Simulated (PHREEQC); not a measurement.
Consider water at 40 °C with 0.28 mol/kgw CsCl. Closed to the air; pH follows from the charge balance.

All values are PHREEQC results (ion-association model, wateq4f.dat), not measurements.

No solid was allowed to form.

Task: Estimate the activity of water.

Result: activity of water 0.990.

Constants without temperature data keep their 25 °C values here.
